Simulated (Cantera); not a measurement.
An isothermal, constant-pressure homogeneous reactor starts with 27.1 % H₂, 29.2 % O₂, 43.7 % N₂, at 1123 K and 0.330 bar.

Model: the H2/O2 subset of GRI-Mech 3.0, which has no nitrogen chemistry, integrated in Cantera. The temperature is held fixed by assumption; the heat of reaction is taken as removed at once.

x: mole fraction; the columns are a selection and need not sum to one.

| t (s) | x H₂ | x O₂ | x O | x HO₂ | x OH |
|---|---|---|---|---|---|
| 7.00e-6 | 0.271 | 0.292 | 6.18e-10 | [?] | 3.13e-10 |
| 1.94e-5 | 0.271 | 0.292 | 6.10e-9 | [?] | 2.90e-9 |
| 5.38e-5 | 0.271 | 0.292 | 8.63e-7 | [?] | 4.07e-7 |
| 0.000149 | 0.0575 | 0.200 | 0.0145 | [?] | 0.00756 |
| 0.000413 | 0.00277 | 0.181 | 0.000463 | [?] | 0.000760 |
| 0.00115 | 0.000568 | 0.181 | 5.56e-5 | [?] | 0.000224 |
| 0.00318 | 0.000104 | 0.180 | 9.23e-6 | [?] | 0.000101 |
| 0.00881 | 1.16e-5 | 0.180 | 1.70e-6 | [?] | 4.90e-5 |
| 0.0244 | 8.16e-7 | 0.180 | 3.96e-7 | [?] | 2.45e-5 |
| 0.0677 | 9.23e-8 | 0.180 | 1.16e-7 | [?] | 1.32e-5 |
| 0.188 | 2.55e-8 | 0.180 | 3.81e-8 | [?] | 7.58e-6 |
| 0.520 | 8.81e-9 | 0.180 | 1.36e-8 | [?] | 4.51e-6 |
| 1.44 | 3.99e-9 | 0.180 | 5.52e-9 | 5.86e-9 | 2.87e-6 |
| 4.00 | 3.03e-9 | 0.180 | 3.44e-9 | [?] | 2.26e-6 |

**Question.** What belongs in the gaps?

**Answer.** 
- 7.00e-6, x HO₂: 2.82e-9
- 1.94e-5, x HO₂: 1.01e-8
- 5.38e-5, x HO₂: 4.78e-7
- 0.000149, x HO₂: 9.98e-5
- 0.000413, x HO₂: 6.15e-5
- 0.00115, x HO₂: 2.10e-5
- 0.00318, x HO₂: 5.04e-6
- 0.00881, x HO₂: 7.89e-7
- 0.0244, x HO₂: 1.26e-7
- 0.0677, x HO₂: 3.30e-8
- 0.188, x HO₂: 1.21e-8
- 0.520, x HO₂: 6.51e-9
- 4.00, x HO₂: 6.36e-9
